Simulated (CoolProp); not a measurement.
A closed Brayton cycle with nitrogen: compressor inlet 325.15 K and 5.2 MPa, high pressure 10.5 MPa, turbine inlet 715 K, compressor efficiency 0.89, turbine efficiency 0.9, recuperator effectiveness 0 (on enthalpy, no pinch check). Each further row changes one setting.

The numbers come from the reference Helmholtz-energy equation of state, Span 2000 in CoolProp.

```
case                           thermal efficiency (%)  net work (kJ/kg)  compressor to turbine work  compressor exit (K)  turbine exit (K)
-----------------------------  ----------------------  ----------------  --------------------------  -------------------  ----------------
as stated                                        11.7              39.8                        0.68                407.6             602.2
turbine inlet 665 K                              10.9              30.9                        0.74                407.6                 ?
compressor inlet 335.15 K                        11.3              37.0                        0.71                420.0             602.2
high pressure 8.92 MPa                            9.5                 ?                        0.65                386.9                 ?
recuperator effectiveness 0.5                    16.9              39.8                        0.68                407.6             602.2
```

Question: Some entries are withheld; supply them.

Answer: 
- turbine inlet 665 K, turbine exit (K): 559.0
- high pressure 8.92 MPa, net work (kJ/kg): 34.3
- high pressure 8.92 MPa, turbine exit (K): 626.8
